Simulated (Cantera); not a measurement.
Cantera run:

```python
import numpy as np
import cantera as ct

gas_names = """
    Electron C C+ C- CH CH+ CH2 CH3 CH2OH CH3O CH4 CH3OH CN CN+ CN- CO CO+ CO2 CO2+ COOH C2 C2+ C2- C2H
    CHCO,ketyl C2H2,acetylene C2H2,vinylidene CH2CO,ketene C2H3,vinyl CH3CN CH3CO,acetyl C2H4
    C2H4O,ethylen CH3CHO,ethanal CH3COOH (HCOOH)2 C2H5 C2H6 CH3OCH3 C2H5OH CCN CNC C2N2 C2O C3
    C3H3,propargyl C3H4,allene C3H4,propyne C3H4,cyclo- C3H5,allyl C3H6,propylene C3H6,cyclo- C3H6O
    C3H7,n-propyl C3H7,i-propyl C3H8 C3H8O,1propanol C3H8O,2propanol C3O2 C4 C4H2 C4H4,1,3-cyclo-
    C4H6,butadiene C4H6,2-butyne C4H6,cyclo- C4H8,1-butene C4H8,cis2-buten C4H8,tr2-butene
    C4H8,isobutene C4H8,cyclo- (CH3COOH)2 C4H9,n-butyl C4H9,i-butyl C4H9,s-butyl C4H9,t-butyl
    C4H10,isobutane C4H10,n-butane C4N2 C5 C5H6,1,3cyclo- C5H8,cyclo- C5H10,1-pentene C5H10,cyclo-
    C5H11,pentyl C5H11,t-pentyl C5H12,n-pentane C5H12,i-pentane CH3C(CH3)2CH3 C6H2 C6H5,phenyl
    C6H5O,phenoxy C6H6 C6H5OH,phenol C6H10,cyclo- C6H12,1-hexene C6H12,cyclo- C6H13,n-hexyl C7H7,benzyl
    C7H8 C7H8O,cresol C7H14,1-heptene C7H15,n-heptyl C7H16,n-heptane C8H8,styrene C8H10,ethylbenz
    C8H16,1-octene C8H17,n-octyl C8H18,isooctane C8H18,n-octane C9H19,n-nonyl C10H8,naphthale
    C10H21,n-decyl C12H9,o-bipheny C12H10,bipheny H H+ H- HCN HCO HCO+ HCCN HNC HNCO HNO HNO2 HNO3 HO2
    H2 H2+ H2- HCHO,formaldehy HCOOH H2O H2O+ H2O2 H3O+ N N+ N- NCO NH NH+ NH2 NH3 NH2OH NH4+ NO NO+ NO2
    NO2- NO3 NO3- N2 N2+ N2- N2H2 N2H4 N2O N2O+ O O+ O- OH OH+ OH- O2 O2+ O2- O3
""".split()
cond_names = """
    C(gr) C6H6(L) C7H8(L) C8H18(L),n-octa H2O(s) H2O(L)
""".split()


def load(file, names, dense=False):
    # The tables refer to 1 bar. Condensed volumes are neglected.
    table = {s.name: s for s in ct.Species.list_from_file(file)}
    out = []
    for n in names:
        d = dict(table[n].input_data)
        d["thermo"] = dict(d["thermo"], **{"reference-pressure": 1e5})
        if dense:
            d["equation-of-state"] = {"model": "constant-volume", "density": "1e6 g/cm^3"}
        out.append(ct.Species.from_dict(d))
    return out


gas = ct.Solution(thermo="ideal-gas", species=load("nasa_gas.yaml", gas_names))
cond = {s.name: ct.Solution(thermo="fixed-stoichiometry", species=[s], name=s.name)
        for s in load("nasa_condensed.yaml", cond_names, dense=True)}
atoms = {
    'C3H8': {'C': 3, 'H': 8},
    'H2O': {'H': 2, 'O': 1},
    'H2': {'H': 2},
    'NH3': {'N': 1, 'H': 3},
}
top_T = {'C(gr)': 4500}  # K; cautious upper limits of use, not melting points


def equilibrate(T, P, feed):
    n = {}
    for name, mol in feed.items():
        for a, k in atoms[name].items():
            n[a] = n.get(a, 0.0) + k * mol
    gas.TPX = T, P, n
    mass = sum(n.values()) * gas.mean_molecular_weight
    gas.equilibrate("TP")
    valid = [c for c in cond.values() if c.min_temp <= T <= top_T.get(c.name, c.max_temp)]
    mix = ct.Mixture([(gas, mass / gas.mean_molecular_weight)] + [(c, 0.0) for c in valid])
    mix.T, mix.P = T, P
    mix.equilibrate("TP", solver="vcs", rtol=1e-11, max_steps=5000)
    return mix


results = []
feed = {'C3H8': 1, 'H2O': 0.11, 'H2': 53, 'NH3': 0.34}  # mol
P = 1400000  # Pa
for T in [2000, 2250, 2500, 2750, 3000, 3250, 3500, 3750, 4000, 4250, 4500, 4750, 5000]:
    mix = equilibrate(T, P, feed)
    results.append((T, P, feed, dict(zip(mix.species_names, mix.species_moles))))
    x = sorted(zip(gas.X, gas.species_names), reverse=True)
    print(f"T = {T:g} K  P = {P:g} Pa  gas = {mix.phase_moles(0):.4g} mol")
    print("   x: " + "  ".join(f"{s} {v:.3e}" for v, s in x if v > 1e-06))
    print("   condensed (mol): " + ("  ".join(f"{mix.phase(i).name} {mix.phase_moles(i):.4g}"
          for i in range(1, mix.n_phases) if mix.phase_moles(i) > 1e-12) or "none"))
```

Result:

```
T = 2000 K  P = 1.4e+06 Pa  gas = 57.57 mol
   x: H2 9.876e-01  CH4 5.796e-03  N2 2.554e-03  CO 1.908e-03  C2H2,acetylene 7.587e-04  HCN 7.405e-04  H 4.319e-04  C2H4 7.066e-05  CH3 5.017e-05  HNC 4.208e-05  NH3 1.395e-05  H2O 3.091e-06  CH3CN 1.712e-06
   condensed (mol): C(gr) 2.412
T = 2250 K  P = 1.4e+06 Pa  gas = 57.76 mol
   x: H2 9.856e-01  C2H2,acetylene 3.299e-03  CH4 3.218e-03  N2 2.072e-03  H 1.970e-03  CO 1.903e-03  HCN 1.596e-03  HNC 1.356e-04  CH3 1.221e-04  C2H4 8.875e-05  NH3 8.660e-06  C4H2 4.510e-06  CH3CN 2.186e-06  C3H4,propyne 2.174e-06  C2H3,vinyl 1.596e-06  H2O 1.277e-06  C3H3,propargyl 1.272e-06  C2H2,vinylidene 1.000e-06
   condensed (mol): C(gr) 2.203
T = 2500 K  P = 1.4e+06 Pa  gas = 57.96 mol
   x: H2 9.741e-01  C2H2,acetylene 1.054e-02  H 6.632e-03  HCN 2.657e-03  CH4 1.993e-03  CO 1.897e-03  N2 1.445e-03  HNC 3.111e-04  CH3 2.440e-04  C2H4 1.044e-04  C4H2 4.708e-05  C2H2,vinylidene 8.213e-06  C3H3,propargyl 7.355e-06  C2H3,vinyl 7.119e-06  NH3 5.314e-06  C3H4,propyne 5.218e-06  C2H 5.152e-06  CH2 3.440e-06  CH3CN 2.380e-06  C3H4,allene 2.260e-06  CN 1.047e-06
   condensed (mol): C(gr) 1.338
T = 2750 K  P = 1.4e+06 Pa  gas = 58.33 mol
   x: H2 9.520e-01  C2H2,acetylene 2.138e-02  H 1.784e-02  HCN 3.378e-03  CO 1.885e-03  CH4 1.184e-03  N2 9.630e-04  HNC 5.135e-04  CH3 3.754e-04  C4H2 1.997e-04  C2H4 9.275e-05  C2H 4.645e-05  C2H2,vinylidene 3.584e-05  C3H3,propargyl 2.146e-05  C2H3,vinyl 1.884e-05  CH2 1.556e-05  C3H4,propyne 7.406e-06  CN 5.033e-06  NH3 3.320e-06  C3H4,allene 3.319e-06  C6H2 1.969e-06  CH3CN 1.892e-06
   condensed (mol): none
T = 3000 K  P = 1.4e+06 Pa  gas = 59.06 mol
   x: H2 9.298e-01  H 4.069e-02  C2H2,acetylene 2.118e-02  HCN 3.398e-03  CO 1.862e-03  N2 8.486e-04  HNC 6.413e-04  CH4 5.713e-04  CH3 3.961e-04  C4H2 2.013e-04  C2H 1.593e-04  C2H2,vinylidene 6.678e-05  C2H4 4.607e-05  CH2 4.030e-05  C2H3,vinyl 2.321e-05  C3H3,propargyl 2.129e-05  CN 1.535e-05  C3 4.938e-06  C3H4,propyne 4.038e-06  CH 3.550e-06  NH3 2.488e-06  C 2.191e-06  C6H2 2.030e-06  C3H4,allene 1.863e-06
   condensed (mol): none
T = 3250 K  P = 1.4e+06 Pa  gas = 60.33 mol
   x: H2 8.903e-01  H 8.095e-02  C2H2,acetylene 2.041e-02  HCN 3.337e-03  CO 1.823e-03  HNC 7.554e-04  N2 7.498e-04  C2H 4.429e-04  CH3 3.985e-04  CH4 2.964e-04  C4H2 1.953e-04  C2H2,vinylidene 1.093e-04  CH2 8.753e-05  CN 3.897e-05  C2H3,vinyl 2.654e-05  C2H4 2.424e-05  C3 2.124e-05  C3H3,propargyl 2.022e-05  CH 1.531e-05  C 1.411e-05  C2 5.216e-06  C3H4,propyne 2.292e-06  C6H2 1.995e-06  NH3 1.872e-06  C3H4,allene 1.084e-06
   condensed (mol): none
T = 3500 K  P = 1.4e+06 Pa  gas = 62.41 mol
   x: H2 8.285e-01  H 1.437e-01  C2H2,acetylene 1.892e-02  HCN 3.187e-03  CO 1.762e-03  C2H 1.033e-03  HNC 8.424e-04  N2 6.633e-04  CH3 3.780e-04  C4H2 1.800e-04  CH2 1.631e-04  C2H2,vinylidene 1.587e-04  CH4 1.583e-04  CN 8.547e-05  C3 7.245e-05  C 6.920e-05  CH 5.234e-05  C2H3,vinyl 2.797e-05  C2 2.488e-05  C3H3,propargyl 1.809e-05  C2H4 1.294e-05  C6H2 1.843e-06  N 1.525e-06  NH3 1.386e-06  C3H4,propyne 1.300e-06  NH 1.236e-06  NH2 1.107e-06
   condensed (mol): none
T = 3750 K  P = 1.4e+06 Pa  gas = 65.56 mol
   x: H2 7.425e-01  H 2.309e-01  C2H2,acetylene 1.648e-02  HCN 2.939e-03  C2H 2.044e-03  CO 1.677e-03  HNC 8.877e-04  N2 5.910e-04  CH3 3.317e-04  C 2.707e-04  CH2 2.625e-04  C2H2,vinylidene 2.031e-04  C3 2.005e-04  CN 1.660e-04  C4H2 1.518e-04  CH 1.464e-04  C2 9.358e-05  CH4 8.321e-05  C2H3,vinyl 2.654e-05  C3H3,propargyl 1.470e-05  C2H4 6.671e-06  N 4.364e-06  NH 2.514e-06  C6H2 1.518e-06  NH2 1.444e-06  C5 1.421e-06
   condensed (mol): none
T = 4000 K  P = 1.4e+06 Pa  gas = 70.03 mol
   x: H2 6.352e-01  H 3.395e-01  C2H2,acetylene 1.298e-02  C2H 3.391e-03  HCN 2.590e-03  CO 1.570e-03  HNC 8.785e-04  C 8.660e-04  N2 5.385e-04  C3 4.450e-04  CH2 3.632e-04  CH 3.391e-04  CN 2.894e-04  C2 2.805e-04  CH3 2.621e-04  C2H2,vinylidene 2.231e-04  C4H2 1.094e-04  CH4 4.113e-05  C2H3,vinyl 2.182e-05  N 1.101e-05  C3H3,propargyl 1.025e-05  NH 4.563e-06  C2H4 3.127e-06  C5 2.965e-06  C4 2.582e-06  NH2 1.726e-06  CNC 1.541e-06  C6H2 1.011e-06
   condensed (mol): none
T = 4250 K  P = 1.4e+06 Pa  gas = 75.86 mol
   x: H2 5.153e-01  H 4.607e-01  C2H2,acetylene 8.794e-03  C2H 4.583e-03  C 2.288e-03  HCN 2.153e-03  CO 1.449e-03  HNC 8.084e-04  C3 7.625e-04  C2 6.619e-04  CH 6.503e-04  N2 5.128e-04  CN 4.557e-04  CH2 4.255e-04  C2H2,vinylidene 2.019e-04  CH3 1.811e-04  C4H2 6.144e-05  N 2.535e-05  CH4 1.827e-05  C2H3,vinyl 1.479e-05  NH 7.583e-06  C3H3,propargyl 5.695e-06  C4 4.946e-06  C5 4.314e-06  CNC 2.785e-06  NH2 1.916e-06  C2H4 1.248e-06
   condensed (mol): none
T = 4500 K  P = 1.4e+06 Pa  gas = 82.83 mol
   x: H 5.810e-01  H2 3.953e-01  C 5.002e-03  C2H2,acetylene 4.895e-03  C2H 4.889e-03  HCN 1.664e-03  CO 1.327e-03  C2 1.206e-03  CH 1.028e-03  C3 9.633e-04  HNC 6.835e-04  CN 6.472e-04  N2 5.181e-04  CH2 4.165e-04  C2H2,vinylidene 1.449e-04  CH3 1.067e-04  N 5.476e-05  C4H2 2.459e-05  NH 1.178e-05  C2H3,vinyl 7.904e-06  CH4 7.039e-06  C4 6.372e-06  CNC 4.112e-06  C5 4.005e-06  C3H3,propargyl 2.352e-06  NH2 1.998e-06
   condensed (mol): none
T = 4750 K  P = 1.4e+06 Pa  gas = 90.27 mol
   x: H 6.877e-01  H2 2.882e-01  C 9.083e-03  C2H 4.049e-03  C2H2,acetylene 2.182e-03  C2 1.676e-03  CH 1.343e-03  CO 1.217e-03  HCN 1.178e-03  C3 8.713e-04  CN 8.224e-04  N2 5.523e-04  HNC 5.240e-04  CH2 3.400e-04  N 1.122e-04  C2H2,vinylidene 8.080e-05  CH3 5.318e-05  NH 1.727e-05  C4H2 6.636e-06  C4 5.295e-06  CNC 4.868e-06  C2H3,vinyl 3.260e-06  CH4 2.325e-06  C5 2.235e-06  NH2 1.974e-06
   condensed (mol): none
T = 5000 K  P = 1.4e+06 Pa  gas = 97.32 mol
   x: H 7.726e-01  H2 2.020e-01  C 1.382e-02  C2H 2.606e-03  C2 1.782e-03  CH 1.466e-03  CO 1.129e-03  CN 9.232e-04  C2H2,acetylene 7.784e-04  HCN 7.533e-04  N2 6.041e-04  C3 5.602e-04  HNC 3.598e-04  CH2 2.343e-04  N 2.178e-04  C2H2,vinylidene 3.515e-05  NH 2.393e-05  CH3 2.272e-05  CNC 4.550e-06  C4 2.805e-06  Electron 2.118e-06  NH2 1.851e-06  C+ 1.577e-06  C4H2 1.191e-06  C2H3,vinyl 1.045e-06
   condensed (mol): none
```

Cantera equilibrium calculation (NASA polynomials, part measured and part estimated; ideal gas, pure solids and liquids).
